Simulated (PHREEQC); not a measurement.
Synthetic water in mg/kgw, 45 °C, pH 6.53, pe 10.7:

| constituent | mg/kgw |
|---|---|
| Na | 2.42 |
| K | 1.38 |
| Ca | 5.29 |
| Mg | 0.339 |
| Cl | 5.29 |
| S(6) as SO4 | 12.1 |
| Alkalinity as HCO3 | 1.9 |
| Zn | 0.0502 |

Valence states are taken as typed.

Model: ion-association model, phreeqc.dat, run in PHREEQC.

Precipitation was switched off in this run.

### Question
What charge-balance error does the model give?

### Answer
charge-balance error 0.2 %.

### Question
In which forms is S present?

### Answer
SO4-2 97 %, CaSO4 2.0 % of the S.

Complexes and solids missing from the database can't appear. Away from 25 °C the constants follow the database's enthalpies or fits; those with neither stay at their 25 °C values.
